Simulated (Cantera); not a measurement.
Feed: 1 mol PbO, 0.35 mol O₂, 3.2 mol N₂, at 0.133 bar.

Equilibrium computed with Cantera from the NASA thermochemical tables; the gas is ideal and each condensed phase is pure. Candidate condensed phases: Pb, PbO, PbO₂, Pb₃O₄; 12 gas species. Gases not in the tables: (PbO)n polymers. Rates play no part.

log p: log10 of the partial pressure in bar; n: condensed amount in mol.

| T (°C) | log p N₂ | log p O₂ | log p PbO | log p NO | n PbO(yellow) | n PbO(l) |
|---|---|---|---|---|---|---|
| 650 | -0.92 | -1.88 | -7.72 | -5.91 | 1.000 | 0 |
| 675 | -0.92 | -1.88 | -7.31 | -5.78 | 1.000 | 0 |
| 700 | -0.92 | -1.88 | -6.92 | -5.65 | 1.000 | 0 |
| 725 | -0.92 | -1.88 | -6.55 | -5.52 | 1.000 | 0 |
| 750 | -0.92 | -1.88 | -6.19 | -5.41 | 1.000 | 0 |
| 775 | -0.92 | -1.88 | -5.86 | -5.30 | 1.000 | 0 |
| 800 | -0.92 | -1.88 | -5.54 | -5.19 | 1.000 | 0 |
| 825 | -0.92 | -1.88 | ___ | ___ | 1.000 | 0 |
| 850 | -0.92 | -1.88 | -4.94 | -4.99 | 1.000 | 0 |
| 875 | -0.92 | -1.88 | -4.66 | -4.90 | 0.999 | 0 |
| 900 | -0.92 | -1.88 | ___ | ___ | 0 | 0.999 |
| 925 | -0.92 | -1.88 | -4.18 | -4.73 | 0 | 0.998 |
| 950 | -0.92 | -1.88 | -3.96 | -4.64 | 0 | 0.997 |
| 975 | -0.92 | -1.88 | -3.75 | -4.57 | 0 | 0.995 |

Problem. Complete the blanks.

Solution. 
- 900, log p PbO: -4.41
- 900, log p NO: -4.81
- 825, log p PbO: -5.23
- 825, log p NO: -5.09
